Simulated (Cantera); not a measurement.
# Equilibrium for silicon etching in halogen gases: Si + F2

Input: 1 mol Si, 4 mol F2, held at 750 Torr.

Method: chemical equilibrium by Gibbs-energy minimisation in Cantera with the NASA 1993 tables (ideal gas, pure condensed phases). Candidate condensed phases: Si; 9 gas species. The numbers say what is thermodynamically allowed, not how fast it happens.

From 1000 K to 1550 K nothing is condensed. The main Si-bearing gas is SiF4 throughout.

```tsv
T (K)	log p F	log p F2	log p SiF4
1000	-1.12	-0.22	-0.49
1050	-0.93	-0.25	-0.50
1100	-0.76	-0.28	-0.52
1150	-0.61	-0.33	-0.53
1200	-0.49	-0.40	-0.55
1250	-0.39	-0.49	-0.58
1300	-0.31	-0.59	-0.60
1350	-0.24	-0.72	-0.62
1400	-0.20	-0.85	-0.64
1450	-0.17	-1.00	-0.66
1500	-0.14	-1.16	-0.67
1550	-0.13	-1.32	-0.68
```
log p: log10 of the partial pressure in bar; nothing condenses.
